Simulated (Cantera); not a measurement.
A freely propagating, adiabatic, planar premixed flame of C3H8 : O2 : N2 : H2O = 1 : 3.85 : 15.8 : 1.8 (molar parts), unburnt at 375 K and 13300 Pa; mixture-averaged transport, grid criteria slope 0.08 and curve 0.16, no radiation.

Detailed kinetics in Cantera: GRI-Mech 3.0 (53 species, 325 reactions). GRI-Mech 3.0 was tuned for natural gas; its chemistry of propane as a main component is partial and can be far from experiment. Burning velocities carry a grid error of a few per cent, more on coarse grids.

Problem. How do the results move with these cheaper or finer settings: unity-Lewis-number transport; multicomponent transport; multicomponent+Soret transport; grid criteria slope 0.5, curve 1; grid criteria slope 0.25, curve 0.5; grid criteria slope 0.03, curve 0.06?

Solution. 
| setting | laminar burning velocity | thermal thickness | peak x(CH2) | peak x(CH2CO) | grid points |
|---|---|---|---|---|---|
| as above | 60.2 cm/s | 2.43 mm | 5.73e-5 | 0.00103 | 150 |
| unity-Lewis-number transport | 35.7 cm/s | 3.46 mm | 4.03e-5 | 0.000557 | 138 |
| multicomponent transport | 60.3 cm/s | 2.47 mm | 5.72e-5 | 0.00104 | 150 |
| multicomponent+Soret transport | 59.8 cm/s | 2.45 mm | 5.71e-5 | 0.00105 | 150 |
| grid criteria slope 0.5, curve 1 | 62.1 cm/s | 2.77 mm | 5.62e-5 | 0.00101 | 49 |
| grid criteria slope 0.25, curve 0.5 | 61.2 cm/s | 2.58 mm | 5.66e-5 | 0.00102 | 70 |
| grid criteria slope 0.03, curve 0.06 | 59.6 cm/s | 2.42 mm | 5.71e-5 | 0.00104 | 357 |
The base run took roughly 22 core-seconds.
Unity Lewis numbers drop preferential diffusion, which matters most where H2 and H carry the flame; Soret adds thermal diffusion.
